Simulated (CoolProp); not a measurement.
Vapour pressure (bar) of the fluoroketone C6F12O (FK-5-1-12): the reference equation beside estimates from Tc = 441.8 K, pc = 18.69 bar, ω = 0.471. Clausius-Clapeyron is anchored at 321.8 K with a constant enthalpy of vaporisation of 27.83 kJ/mol.

Values from CoolProp's reference Helmholtz-energy equation of state, McLinden 2015.

```tsv
T (K)	reference	Clausius-Clapeyron	van der Waals	Redlich-Kwong	Soave-Redlich-Kwong	Peng-Robinson
321.8	0.9992	0.9992	4.574	2.265	1.0000	1.0000
328.7	1.263	1.243	5.077	2.678	1.265	1.261
335.5	1.572	1.528	5.605	3.135	1.577	1.569
342.3	1.938	1.863	6.168	3.643	1.946	1.932
349.2	2.371	2.260	6.774	4.215	2.386	2.364
356	2.868	2.714	7.407	4.837	2.890	2.860
362.9	3.449	3.246	8.086	5.529	3.481	3.442
369.7	4.106	3.846	8.793	6.275	4.150	4.101
376.5	4.853	4.529	9.537	7.087	4.912	4.852
383.4	5.712	5.315	10.33	7.979	5.789	5.718
390.2	6.666	6.189	11.15	8.931	6.764	6.683
397.1	7.755	7.184	12.02	9.970	7.874	7.784
403.9	8.956	8.279	12.92	11.07	9.097	9.001
```

Absolute difference from the reference over all 13 rows, mean and median: Clausius-Clapeyron 5.1 and 5.9 %, van der Waals 159.3 and 134.4 %, Redlich-Kwong 66.0 and 60.3 %, Soave-Redlich-Kwong 0.9 and 0.9 %, Peng-Robinson 0.2 and 0.2 %.
